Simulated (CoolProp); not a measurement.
R22 along the isotherm 145.25 °C: fugacity coefficient from the reference equation and from simpler models built on Tc = 96.1 °C, pc = 4.990 MPa, ω = 0.221; each cubic takes its own stable root.

Values from CoolProp's reference Helmholtz-energy equation of state, Kamei 1995.

| p (MPa) | phase | reference | van der Waals | Redlich-Kwong | Peng-Robinson |
|---|---|---|---|---|---|
| 0.158 | gas | 0.9930 | 0.9931 | 0.9925 | 0.9919 |
| 0.255 | gas | 0.9887 | 0.9889 | 0.9880 | 0.9870 |
| 0.412 | gas | 0.9817 | 0.9820 | 0.9806 | 0.9790 |
| 0.665 | gas | 0.9705 | 0.9710 | 0.9688 | 0.9663 |
| 1.08 | gas | 0.9523 | 0.9530 | 0.9495 | 0.9457 |
| 1.74 | gas | 0.9236 | 0.9245 | 0.9193 | 0.9136 |
| 2.81 | gas | 0.8778 | 0.8786 | 0.8713 | 0.8633 |
| 4.53 | gas | 0.8058 | 0.8051 | 0.7966 | 0.7867 |
| 7.32 | supercritical | 0.6943 | … | 0.6813 | 0.6738 |
| 11.8 | supercritical | 0.5467 | 0.5357 | … | 0.5359 |
| 19.1 | supercritical | … | … | 0.4293 | 0.4253 |
| 30.9 | supercritical | 0.3631 | 0.4119 | 0.3733 | 0.3621 |
| 49.9 | supercritical | 0.3539 | … | 0.3732 | 0.3487 |

### Question
Some entries are withheld; supply them.

### Answer

- 7.32, van der Waals: 0.6836
- 11.8, Redlich-Kwong: 0.5372
- 19.1, reference: 0.4279
- 19.1, van der Waals: 0.4422
- 49.9, van der Waals: 0.4644
